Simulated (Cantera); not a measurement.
What does this Cantera script print?

```python
import numpy as np
import cantera as ct

gas = ct.Solution("gri30.yaml")
gas.TPX = 1398, 83000, {'N2O': 1, 'H2O': 0.017}
reactor = ct.IdealGasConstPressureReactor(gas, energy="off", clone=False)
net = ct.ReactorNet([reactor])
net.rtol, net.atol = 1e-08, 1e-18
show = ['N2O', 'H2O', 'H2O2', 'H', 'N2', 'NO', 'OH']
times = np.geomspace(0.0008, 2, 9)

steps = ct.SolutionArray(gas, extra=["t"])
rows = []
print(f"{'t/s':>10s}{'T/K':>9s}{'P/Pa':>11s}" + "".join(f"{s:>11s}" for s in show))
for t in times:
    while net.time < t:
        t_next = net.step()
        steps.append(gas.state, t=t_next)
    rows.append([np.interp(t, steps.t, y) for y in (steps.T, steps.P, *steps(*show).X.T)])
    print(f"{t:10.3e}{rows[-1][0]:9.1f}{rows[-1][1]:11.4g}" + "".join(f"{x:11.3e}" for x in rows[-1][2:]))
rate = np.gradient(steps.T, steps.t)
print("integrator steps:", len(steps.t))
if steps.T.max() > steps.T[0] + 200:
    print(f"time of steepest temperature rise: {steps.t[rate.argmax()]:.4e} s")
gas.TPX = 1398, 83000, {'N2O': 1, 'H2O': 0.017}
gas.equilibrate("TP")
print(f"equilibrium (TP): T = {gas.T:.1f} K  " + "  ".join(f"{s} {gas[s].X[0]:.3e}" for s in show))
```

Result:

```
       t/s      T/K       P/Pa        N2O        H2O       H2O2          H         N2         NO         OH
 8.000e-04   1398.0    8.3e+04  9.680e-01  1.660e-02  7.337e-08  3.852e-08  9.339e-03  1.804e-03  5.710e-05
 2.127e-03   1398.0    8.3e+04  9.432e-01  1.646e-02  4.203e-08  4.021e-08  2.451e-02  4.620e-03  6.624e-05
 5.657e-03   1398.0    8.3e+04  8.818e-01  1.611e-02  2.716e-08  4.073e-08  6.210e-02  1.167e-02  7.362e-05
 1.504e-02   1398.0    8.3e+04  7.440e-01  1.534e-02  2.135e-08  4.208e-08  1.465e-01  2.744e-02  7.713e-05
 4.000e-02   1398.0    8.3e+04  4.965e-01  1.395e-02  1.762e-08  4.243e-08  2.988e-01  5.473e-02  7.330e-05
 1.064e-01   1398.0    8.3e+04  2.071e-01  1.234e-02  1.219e-08  3.363e-08  4.788e-01  8.288e-02  6.009e-05
 2.828e-01   1398.0    8.3e+04  3.830e-02  1.141e-02  4.768e-09  9.477e-09  5.869e-01  9.299e-02  3.533e-05
 7.521e-01   1398.0    8.3e+04  1.366e-03  1.121e-02  8.029e-10  7.582e-10  6.118e-01  9.274e-02  1.339e-05
 2.000e+00   1398.0    8.3e+04  2.789e-06  1.120e-02  5.997e-10  5.290e-10  6.128e-01  9.263e-02  1.144e-05
integrator steps: 1543
equilibrium (TP): T = 1398.0 K  N2O 4.363e-08  H2O 1.120e-02  H2O2 6.460e-10  H 5.084e-10  N2 6.588e-01  NO 8.244e-04  OH 1.188e-05
```

Computed with Cantera and GRI-Mech 3.0 (53 species, 325 reactions). GRI-Mech 3.0 was tuned for natural gas; its chemistry of N2O as a main component is partial and can be far from experiment. The mechanism lacks the step 2 NO + O2 → 2 NO2, which can matter for NO2 below about 1400 K. The temperature is held fixed by assumption; the heat of reaction is taken as removed at once.
